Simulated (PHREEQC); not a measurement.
Solution A (4.7 mmol/kgw LiOH and 0.03 mmol/kgw H3BO3) is mixed with solution B (35 mmol/kgw HCl, 57 mmol/kgw CuSO4 and 0.036 mmol/kgw Fe2(SO4)3) at 25 °C; shares are by mass of water, 1 kg in all. Oxygen is held at 0.21 atm. No CO2 enters from the air. The run lets Fe(OH)3(a), Cu(OH)2, Brochantite, Antlerite, Atacamite, Chalcanthite precipitate or redissolve, and no other solid.

Computed with PHREEQC (ion-association model, wateq4f.dat).

```csv
share of solution B,pH,Antlerite (mol),Fe(OH)3(a) (mol),H2BO3- (mol/kgw),H3BO3 (mol/kgw),FeSO4+ (mol/kgw),Cu+2 (mol/kgw)
0,11.64,0,0,2.99e-5,1.11e-7,0,0
0.1,4.70,0.000184,2.99e-6,9.03e-10,2.70e-5,1.97e-8,(withheld)
0.2,2.69,0,0,8.28e-12,2.40e-5,1.09e-5,0.00819
0.3,2.37,0,0,3.63e-12,2.10e-5,1.71e-5,0.0119
0.4,2.21,0,0,2.18e-12,1.80e-5,2.28e-5,0.0156
0.5,2.09,0,0,(withheld),1.50e-5,2.83e-5,0.0192
0.6,2.01,0,0,9.70e-13,1.20e-5,3.35e-5,0.0228
0.7,1.94,0,0,6.35e-13,9.00e-6,3.86e-5,0.0263
0.8,1.89,0,0,(withheld),6.00e-6,4.35e-5,0.0299
0.9,1.84,0,0,1.72e-13,3.00e-6,4.84e-5,0.0334
1,1.80,0,0,0,0,5.31e-5,0.0369
```

Q: What belongs in the gaps?

A: 
- 0.1, Cu+2 (mol/kgw): 0.00394
- 0.5, H2BO3- (mol/kgw): 1.44e-12
- 0.8, H2BO3- (mol/kgw): 3.79e-13

Complexes and solids missing from the database can't appear.
